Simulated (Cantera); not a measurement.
## Equilibrium for silicon carbide growth: Si(CH3)4 + C2H4 + H2

Feed: 1 mol Si(CH3)4, 0.28 mol C2H4, 1.8 mol H2, at 0.160 bar.

These are equilibrium values from Cantera (NASA tables, ideal gas, pure condensed phases), not measurements of a reactor. Candidate condensed phases: C, C6H6, C7H8, C8H18, Si, SiC; 87 gas species. Gases not in the tables: Si2H6 and higher silanes. The numbers say what is thermodynamically allowed, not how fast it happens.

| T (°C) | x H2 | x H | x C2H2 (acetylene) | x CH4 | x Si | x SiH2 | x SiH | x CH3 | n C(graphite) | n SiC(s) |
|---|---|---|---|---|---|---|---|---|---|---|
| 1227 | 1.000 | 4.40e-5 | 9.02e-6 | 0.000411 | 4.79e-10 | 1.09e-8 | 6.15e-10 | 3.66e-7 | 3.56 | 1.00 |
| 1277 | 1.000 | 7.87e-5 | 1.60e-5 | 0.000325 | 1.83e-9 | 2.46e-8 | 1.92e-9 | 5.20e-7 | 3.56 | 1.00 |
| 1327 | 1.000 | 0.000136 | 2.75e-5 | 0.000261 | 6.41e-9 | 5.26e-8 | 5.58e-9 | 7.22e-7 | 3.56 | 1.000 |
| 1377 | 1.000 | 0.000227 | 4.56e-5 | 0.000212 | 2.08e-8 | 1.07e-7 | 1.52e-8 | 9.82e-7 | 3.56 | 1.000 |
| 1427 | 0.999 | 0.000368 | 7.34e-5 | 0.000175 | 6.29e-8 | 2.10e-7 | 3.89e-8 | 1.31e-6 | 3.56 | 1.000 |
| 1477 | 0.999 | 0.000581 | 0.000115 | 0.000146 | 1.79e-7 | 3.96e-7 | 9.45e-8 | 1.72e-6 | 3.56 | 1.000 |
| 1527 | 0.999 | 0.000895 | 0.000175 | 0.000123 | 4.78e-7 | 7.20e-7 | 2.18e-7 | 2.23e-6 | 3.56 | 1.000 |
| 1577 | 0.998 | 0.00135 | 0.000261 | 0.000104 | 1.21e-6 | 1.27e-6 | 4.81e-7 | 2.83e-6 | 3.55 | 1.000 |
| 1627 | 0.998 | 0.00198 | 0.000381 | 8.95e-5 | 2.93e-6 | 2.16e-6 | 1.02e-6 | 3.56e-6 | 3.55 | 1.000 |
| 1677 | 0.996 | 0.00286 | 0.000545 | 7.73e-5 | 6.75e-6 | 3.58e-6 | 2.06e-6 | 4.42e-6 | 3.55 | 1.000 |
| 1727 | 0.995 | 0.00406 | 0.000764 | 6.72e-5 | 1.49e-5 | 5.79e-6 | 4.04e-6 | 5.42e-6 | 3.55 | 1.000 |
| 1777 | 0.993 | 0.00565 | 0.00105 | 5.89e-5 | 3.17e-5 | 9.14e-6 | 7.65e-6 | 6.58e-6 | 3.54 | 1.000 |
| 1827 | 0.991 | 0.00775 | 0.00143 | 5.18e-5 | 6.50e-5 | 1.41e-5 | 1.40e-5 | 7.90e-6 | 3.54 | 0.999 |
x: gas mole fraction; n: condensed amount in mol.

From 1227 °C to 1827 °C the condensed part is C(graphite) + SiC(s). The main Si-bearing gas is SiH2 at 1227 °C and Si at 1827 °C.
